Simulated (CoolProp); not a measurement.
A simple Rankine cycle with isobutane: condensing at 314.15 K, boiler at 1.88 MPa, turbine inlet 385.2 K, turbine efficiency 0.65, pump efficiency 0.6, no recuperator. Each further row changes one setting.

The numbers come from the reference Helmholtz-energy equation of state, Bücker 2006 in CoolProp.

```csv
case,thermal efficiency (%),net work (kJ/kg),heat in (kJ/kg),turbine exit temperature (K),volume ratio over the turbine
as stated,7.4,30.4,412,350.3,…
turbine inlet 405.2 K,7.3,34.0,462,373.1,…
condensing temperature 306.15 K,8.4,…,432,345.6,4.83
boiler pressure 1.32 MPa,5.6,24.3,432,363.2,2.53
turbine efficiency 0.55,6.1,25.1,412,…,…
```

Question: Fill in the missing entries.

Answer: 
- as stated, volume ratio over the turbine: 3.89
- turbine inlet 405.2 K, volume ratio over the turbine: 3.73
- condensing temperature 306.15 K, net work (kJ/kg): 36.3
- turbine efficiency 0.55, turbine exit temperature (K): 352.9
- turbine efficiency 0.55, volume ratio over the turbine: 3.93
